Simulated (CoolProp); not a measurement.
Ammonia along the isobar 411 bar: fugacity coefficient from the reference equation and from simpler models built on Tc = 405.6 K, pc = 113.6 bar, ω = 0.256; each cubic takes its own stable root.

Values from CoolProp's reference Helmholtz-energy equation of state, Gao 2020.

| T (K) | phase | reference |
|---|---|---|
| 301 | liquid | 0.03691 |
| 337.4 | liquid | 0.08673 |
| 373.9 | liquid | 0.1640 |
| 410.4 | supercritical | 0.2643 |
| 446.9 | supercritical | 0.3778 |
| 483.4 | supercritical | 0.4913 |
| 519.8 | supercritical | 0.5926 |
| 556.3 | supercritical | 0.6774 |
| 592.8 | supercritical | 0.7460 |

**Question.** How far does each simpler model (van der Waals, Redlich-Kwong) lie from the reference over these 9 states: mean and median of the absolute difference, and the worst?

**Answer.** 
- van der Waals: mean 58.4 %, median 12.3 %, worst +264.4 % at 301 K and 411 bar
- Redlich-Kwong: mean 18.5 %, median 7.3 %, worst +65.5 % at 301 K and 411 bar
